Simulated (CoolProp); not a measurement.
Chlorine at several states: fugacity coefficient from the reference equation and from simpler models built on Tc = 416.9 K, pc = 76.42 bar, ω = 0.070; each cubic takes its own stable root.

Model: reference Helmholtz-energy equation of state, Thol 2021, in CoolProp.

```
T (K)  p (bar)   phase  reference
-----  -------  ------  ---------
267.4     60.7  liquid    0.05353
316.3      4.3     gas     0.9563
309.1    0.122     gas     0.9987
```

### Question
How far does each simpler model (van der Waals, Soave-Redlich-Kwong, Peng-Robinson) lie from the reference over these 3 states: mean and median of the absolute difference, and the worst?

### Answer
- van der Waals: mean 72.4 %, median 1.2 %, worst +216.1 % at 267.4 K and 60.7 bar
- Soave-Redlich-Kwong: mean 0.9 %, median 0.2 %, worst +2.5 % at 267.4 K and 60.7 bar
- Peng-Robinson: mean 0.7 %, median 0.1 %, worst +2.0 % at 267.4 K and 60.7 bar
